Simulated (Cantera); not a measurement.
Feed: 1 mol SiC, 0.38 mol N2O, 8.4 mol H2, at 0.00900 Torr.

Cantera equilibrium calculation (NASA polynomials, part measured and part estimated; ideal gas, pure solids and liquids). Candidate condensed phases: C, C6H6, C7H8, C8H18, H2O, Si, SiC, SiO2, Si2N2O, Si3N4; 151 gas species. Kinetics and transport are ignored.

### Question
Which condensed phases are stable at each of these points (T (K)): 1798, 1823, 1848, 1873, 1898, 1923, 1948, 1973, 1998?

### Answer
```json
[
 {"T (K)": "1798", "condensed phases": "SiC(s)", "Si condensed (%)": "65.7"},
 {"T (K)": "1823", "condensed phases": "SiC(s)", "Si condensed (%)": "63.5"},
 {"T (K)": "1848", "condensed phases": "SiC(s)", "Si condensed (%)": "61.7"},
 {"T (K)": "1873", "condensed phases": "SiC(s)", "Si condensed (%)": "60.0"},
 {"T (K)": "1898", "condensed phases": "C(graphite) + SiC(s)", "Si condensed (%)": "57.3"},
 {"T (K)": "1923", "condensed phases": "C(graphite) + SiC(s)", "Si condensed (%)": "31.6"},
 {"T (K)": "1948", "condensed phases": "C(graphite)", "Si condensed (%)": "0.0"},
 {"T (K)": "1973", "condensed phases": "C(graphite)", "Si condensed (%)": "0.0"},
 {"T (K)": "1998", "condensed phases": "C(graphite)", "Si condensed (%)": "0.0"}
]
```

From 1798 K to 1873 K the condensed part is SiC(s). From 1898 K to 1923 K the condensed part is C(graphite) + SiC(s). From 1948 K to 1998 K the condensed part is C(graphite).
